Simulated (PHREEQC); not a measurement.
Dissolve 120 mmol/kgw H3BO3 and 0.036 mmol/kgw NH3 at 25 °C and 50 atm. Closed to the air; pH follows from the charge balance.

The numbers come from PHREEQC with the ion-association model, phreeqc.dat.

| Property | Result |
|---|---|
| pH | 5.70 |
| ionic strength | 3.80e-5 mol/kgw |
| total alkalinity | 0.0360 meq/kg |

| species | molality | activity | log γ |
|---|---|---|---|
| H3BO3 | 0.120 | 0.120 | 0.000 |
| H2BO3- | 3.80e-5 | 3.77e-5 | -0.003 |
| NH4+ | 3.60e-5 | 3.57e-5 | -0.003 |
| H+ | 1.99e-6 | 1.98e-6 | -0.003 |
| NH3 | 1.01e-8 | 1.01e-8 | 0.000 |
| OH- | 5.37e-9 | 5.33e-9 | -0.003 |

No solid was allowed to form. Under pressure, the constants of complexes without a molar volume in the database are unreliable.
